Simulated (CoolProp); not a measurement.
Vapour-liquid equilibrium of ethane (1) + propane (2) at 2.39 bar; x and y are mole fractions of (1).

The numbers come from the multi-fluid Helmholtz-energy mixture model, Bücker 2006 and Lemmon 2009; pair parameters Kunz 2012 in CoolProp.

| x | bubble temperature, mixture model (K) | bubble temperature, Raoult's law (K) | y, mixture model | y, Raoult's law |
|---|---|---|---|---|
| 0.05 | 247.0 | 246.3 | 0.213 | 0.245 |
| 0.15 | 238.0 | 236.5 | ? | 0.544 |
| 0.25 | 230.7 | 229.0 | ? | 0.709 |
| 0.35 | ? | 223.1 | ? | 0.808 |
| 0.45 | 219.8 | 218.4 | 0.850 | 0.872 |
| 0.55 | 215.6 | 214.4 | 0.901 | 0.914 |
| 0.65 | 211.9 | 211.0 | ? | 0.944 |
| 0.75 | 208.6 | 208.0 | 0.962 | 0.966 |
| 0.85 | 205.8 | 205.5 | 0.981 | 0.982 |
| 0.95 | 203.3 | 203.2 | 0.995 | 0.995 |

Question: Complete the blanks.

Answer: 
- 0.15, y, mixture model: 0.497
- 0.25, y, mixture model: 0.668
- 0.35, bubble temperature, mixture model (K): 224.8
- 0.35, y, mixture model: 0.777
- 0.65, y, mixture model: 0.936

The largest gap from Raoult's law is +1.7 K in bubble temperature, at x = 0.35. No azeotrope shows between x = 0.05 and 0.95.

Pair parameters are fitted to limited data, so mixtures are less certain than the pure fluids.
